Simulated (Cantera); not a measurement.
# Ta + CO₂ (tantalum, niobium, vanadium and zirconium in process gases)

Charge: 1 mol Ta, a varied amount of CO₂, equilibrated at 2.30 Pa.

Equilibrium computed with Cantera from the NASA thermochemical tables; the gas is ideal and each condensed phase is pure. Candidate condensed phases: C, Ta, TaC, Ta₂O₅; 15 gas species. Mutual solubility and eutectic melting of coexisting phases are not modelled. TaC: taken at fixed stoichiometry. Condensed phases not in the tables: Ta₂C, N, O or C dissolved in the metal. Equilibrium is a limit: real reactors are often held back by kinetics, nucleation or transport.

**Question.** Map the stable condensed phases over T = 827, 927, 1027, 1127, 1227, 1327, 1427, 1527, 1627, 1727, 1827 °C and n(CO₂) in mol = 0.88, 1.5, 2.2, 2.9, 3.5, 4.2, 4.9, 5.5, 6.2, 6.9, 7.5.

**Answer.** 
```
T in °C \ n(CO₂) in mol
         0.88  1.5  2.2  2.9  3.5  4.2  4.9  5.5  6.2  6.9  7.5
   1827     A    A    B    B    B    B    B    B    B    B    B
   1727     A    A    A    B    B    B    B    B    B    B    B
   1627     A    A    A    B    B    B    B    B    B    B    B
   1527     A    A    A    B    B    B    B    B    B    B    B
   1427     A    A    A    B    B    B    B    B    B    B    B
   1327     C    C    C    B    B    B    B    B    B    B    B
   1227     C    C    C    B    B    B    B    B    B    B    B
   1127     C    C    C    B    B    B    B    B    B    B    B
   1027     C    C    C    B    B    B    B    B    B    B    B
    927     C    C    C    B    B    B    B    B    B    B    B
    827     C    C    C    B    B    B    B    B    B    B    B
```
A: Ta + Ta₂O₅; B: Ta₂O₅; C: TaC + Ta₂O₅.
